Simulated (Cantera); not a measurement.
An adiabatic, constant-pressure homogeneous reactor starts with 6.14 % CH4, 0.577 % H2, 19.6 % O2, 73.6 % N2, at 1375 K and 760 Torr.

Detailed kinetics in Cantera: GRI-Mech 3.0 (53 species, 325 reactions).

One state of this run: T (K) = 2496; x CH4 = <1e-12; x H2 = 0.00268; x O2 = 0.0667; x C2H = <1e-12; x H = 0.00128. x: mole fraction; the columns are a selection and need not sum to one.

Which value of t (s) does it belong to?
A) 3.95e-5
B) 2.00e-6
C) 0.000175
D) 0.0154

D, 0.0154
